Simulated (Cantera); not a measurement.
An isothermal, constant-pressure homogeneous reactor starts with NH3 : H2 = 1 : 27 (molar parts), at 2225 K and 1.01 bar.

Computed with Cantera and the gas-phase N/H chemistry of the illustrative SiF4/NH3 mechanism in the Surface Chemkin manual (1991). Walls and surfaces, which speed up NH3 decomposition in real reactors, are not modelled.

x: mole fraction; the columns are a selection and need not sum to one.

| t (s) | x NH3 | x H2 | x NH2 | x N2H2 | x N2 |
|---|---|---|---|---|---|
| 4.00e-5 | 0.0357 | 0.964 | 3.75e-5 | [?] | 5.69e-8 |
| 0.000113 | 0.0356 | 0.963 | 0.000104 | [?] | 3.05e-6 |
| 0.000321 | 0.0351 | 0.962 | 0.000251 | [?] | 0.000128 |
| 0.000907 | 0.0320 | 0.963 | 0.000315 | [?] | 0.00160 |
| 0.00257 | 0.0235 | 0.967 | 0.000256 | [?] | 0.00574 |
| 0.00727 | 0.00994 | 0.973 | 0.000141 | [?] | 0.0123 |
| 0.0206 | 0.00168 | 0.976 | 3.29e-5 | [?] | 0.0164 |
| 0.0583 | 0.000366 | 0.976 | 7.45e-6 | 3.04e-10 | 0.0170 |
| 0.165 | 0.000111 | 0.976 | 2.27e-6 | 2.85e-11 | 0.0171 |
| 0.467 | 3.75e-5 | 0.976 | 7.66e-7 | 3.39e-12 | 0.0172 |
| 1.32 | 1.31e-5 | 0.976 | 2.68e-7 | <1e-12 | 0.0172 |
| 3.74 | 4.82e-6 | 0.976 | 9.84e-8 | <1e-12 | 0.0172 |
| 10.6 | 2.26e-6 | 0.976 | 4.61e-8 | <1e-12 | 0.0172 |
| 30.0 | 1.85e-6 | 0.976 | 3.77e-8 | <1e-12 | 0.0172 |

### Question
Fill in the missing entries.

### Answer

- 4.00e-5, x N2H2: 1.07e-9
- 0.000113, x N2H2: 1.43e-8
- 0.000321, x N2H2: 1.56e-7
- 0.000907, x N2H2: 3.13e-7
- 0.00257, x N2H2: 2.24e-7
- 0.00727, x N2H2: 8.20e-8
- 0.0206, x N2H2: 5.75e-9
